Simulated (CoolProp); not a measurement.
Vapour-liquid equilibrium of dimethyl carbonate (1) + n-octane (2) at 347.3 K; x and y are mole fractions of (1).

Computed with CoolProp (multi-fluid Helmholtz-energy mixture model, Zhou 2011 and Beckmüller 2019; pair parameters Bell 2016).

```tsv
x	bubble pressure (MPa)	y at the bubble point	dew pressure at overall composition x (MPa)	liquid density (mol/L)
0.05	0.02825	0.365	0.01961	(withheld)
0.15	0.04218	0.608	0.02173	6.195
0.25	0.05074	0.696	(withheld)	6.528
0.35	(withheld)	0.740	0.02766	6.900
0.45	0.05838	0.764	0.03199	7.320
0.55	0.05990	0.780	0.03782	7.798
0.65	0.06089	0.794	0.04595	8.346
0.75	0.06167	0.814	0.05687	8.978
0.85	0.06209	0.850	0.06209	9.715
0.95	0.06109	0.927	0.06057	10.58
```

Question: Fill in the missing entries.

Answer: 
- 0.05, liquid density (mol/L): 5.896
- 0.25, dew pressure at overall composition x (MPa): 0.02435
- 0.35, bubble pressure (MPa): 0.05567

y crosses x between x = 0.75 and 0.85: the model has an azeotrope there.

Pair parameters are fitted to limited data, so mixtures are less certain than the pure fluids. With so large a gap from Raoult's law the liquid may split in two, which this calculation doesn't test in full.
